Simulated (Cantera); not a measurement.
A Cantera script and what it prints.

```python
import numpy as np
import cantera as ct

gas_names = [...]  # 151 gases of nasa_gas.yaml made of C, H, N, O, Si
cond_names = """
    C(gr) C6H6(L) C7H8(L) C8H18(L),n-octa H2O(s) H2O(L) Si(cr) Si(L) SiC(b) SiO2(Lqz) SiO2(hqz) SiO2(L)
    Si2N2O(s) Si3N4(a)
""".split()


# ... load() reads the species with a 1 bar reference pressure and builds the phases ...
atoms = {
    'SiC': {'Si': 1, 'C': 1},
    'H2O': {'H': 2, 'O': 1},
    'N2': {'N': 2},
    'O2': {'O': 2},
}
top_T = {'C(gr)': 4500, 'SiC(b)': 3050, 'Si2N2O(s)': 2100, 'Si3N4(a)': 2400}  # K; cautious upper limits of use, not melting points


# ... equilibrate(T, P, feed) seeds the gas with the atoms and calls Mixture.equilibrate('TP', solver="vcs", rtol=1e-11, max_steps=5000) ...
results = []
feed = {'SiC': 1, 'H2O': 0.4, 'N2': 500, 'O2': 0.0011}  # mol
T = 2273  # K
P = 73  # Pa
mix = equilibrate(T, P, feed)
results.append((T, P, feed, dict(zip(mix.species_names, mix.species_moles))))
x = sorted(zip(gas.X, gas.species_names), reverse=True)
print(f"T = {T:g} K  P = {P:g} Pa  gas = {mix.phase_moles(0):.4g} mol")
print("   x: " + "  ".join(f"{s} {v:.3e}" for v, s in x if v > 0.0001))
print("   condensed (mol): " + ("  ".join(f"{mix.phase(i).name} {mix.phase_moles(i):.4g}"
      for i in range(1, mix.n_phases) if mix.phase_moles(i) > 1e-12) or "none"))
```

It prints:

```
T = 2273 K  P = 73 Pa  gas = 502.3 mol
   x: N2 9.951e-01  Si 1.759e-03  H 1.372e-03  CO 8.006e-04  CN 4.771e-04  SiC2 2.210e-04  HCN 1.668e-04
   condensed (mol): C(gr) 0.0006748
```

Method: chemical equilibrium by Gibbs-energy minimisation in Cantera with the NASA 1993 tables (ideal gas, pure condensed phases).
